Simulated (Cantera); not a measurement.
Input: 1 mol Zr, 0.016 mol O2, 0.81 mol N2, equilibrated at 0.00143 Torr.

Equilibrium computed with Cantera from the NASA thermochemical tables; the gas is ideal and each condensed phase is pure. Candidate condensed phases: Zr, ZrN, ZrO2; 13 gas species. Mutual solubility and eutectic melting of coexisting phases are not modelled. ZrN: taken at fixed stoichiometry. Condensed phases not in the tables: solid solutions among these carbides, nitrides and lower oxides. Kinetics and transport are ignored.

x: gas mole fraction; n: condensed amount in mol.

| T (K) | x N2 | x ZrO | x Zr | x ZrO2 | n ZrN(s) | n ZrO2(tetragonal) |
|---|---|---|---|---|---|---|
| 1725 | 1.000 | 1.52e-6 | 1.65e-9 | … | 0.984 | 0.0160 |
| 1800 | 1.000 | 1.53e-5 | 2.70e-8 | … | 0.984 | 0.0160 |
| 1875 | 1.000 | 0.000128 | 3.52e-7 | … | 0.984 | 0.0160 |
| 1950 | 0.999 | 0.000908 | 3.76e-6 | … | 0.984 | 0.0159 |
| 2025 | 0.994 | 0.00555 | 3.37e-5 | … | 0.983 | 0.0151 |
| 2100 | 0.970 | 0.0299 | 0.000260 | … | 0.979 | 0.0110 |
| 2175 | 0.909 | 0.0886 | 0.00178 | … | 0.967 | 0 |

### Question
Fill in the missing entries.

### Answer

- 1725, x ZrO2: 1.02e-8
- 1800, x ZrO2: 9.75e-8
- 1875, x ZrO2: 7.79e-7
- 1950, x ZrO2: 5.28e-6
- 2025, x ZrO2: 3.10e-5
- 2100, x ZrO2: 0.000160
- 2175, x ZrO2: 0.000278
